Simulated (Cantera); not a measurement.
A closed system holds: 1 mol C2H2, 3.1 mol H2, 2.3 mol N2, at 1.00 bar.

Equilibrium computed with Cantera from the NASA thermochemical tables; the gas is ideal and each condensed phase is pure. Candidate condensed phases: C, C6H6, C7H8, C8H18; 92 gas species. Equilibrium is a limit: real reactors are often held back by kinetics, nucleation or transport.

x: gas mole fraction; n: condensed amount in mol.

```csv
T (K),x H2,x N2,x HCN,x H,x C2H2 (acetylene),x HNC,x CH4,n C(graphite)
1873,0.637,0.357,0.00412,0.000515,0.000199,[?],0.000248,1.97
1923,0.637,0.357,0.00513,0.000752,0.000287,[?],0.000213,1.96
1973,0.636,0.356,0.00630,0.00108,0.000407,[?],0.000185,1.95
2023,0.635,0.355,0.00765,0.00151,0.000567,[?],0.000161,1.94
2073,0.633,0.354,0.00921,0.00209,0.000776,[?],0.000141,1.93
2123,0.631,0.353,0.0110,0.00285,0.00105,[?],0.000124,1.91
2173,0.629,0.352,0.0130,0.00383,0.00139,[?],0.000110,1.89
2223,0.626,0.350,0.0152,0.00507,0.00182,[?],9.82e-5,1.87
```

Task: Fill in the missing entries.

Result: 
- 1873, x HNC: 0.000183
- 1923, x HNC: 0.000252
- 1973, x HNC: 0.000341
- 2023, x HNC: 0.000453
- 2073, x HNC: 0.000595
- 2123, x HNC: 0.000770
- 2173, x HNC: 0.000984
- 2223, x HNC: 0.00124
